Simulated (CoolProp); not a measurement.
Vapour-liquid equilibrium of diethyl ether (1) + acetone (2) at 1.05 MPa; x and y are mole fractions of (1).

Values from CoolProp's multi-fluid Helmholtz-energy mixture model, Thol 2014 and Lemmon 2006; pair parameters Bell 2016.

```
x     bubble temperature, mixture model (K)  bubble temperature, Raoult's law (K)  y, mixture model  y, Raoult's law
----  -------------------------------------  ------------------------------------  ----------------  ---------------
0.05                                  416.5                                 417.5             0.084            0.077
0.2                                   409.9                                 413.4             0.302            0.285
0.35                                  404.6                                 409.5             0.472            0.464
0.5                                   400.5                                 405.9             0.605            0.618
0.65                                  397.7                                 402.5             0.718            0.752
0.8                                   395.8                                 399.2             0.826            0.868
0.95                                  395.1                                 396.1             0.950            0.969
```

The largest gap from Raoult's law is -5.4 K in bubble temperature, at x = 0.5. No azeotrope shows between x = 0.05 and 0.95.

Pair parameters are fitted to limited data, so mixtures are less certain than the pure fluids.
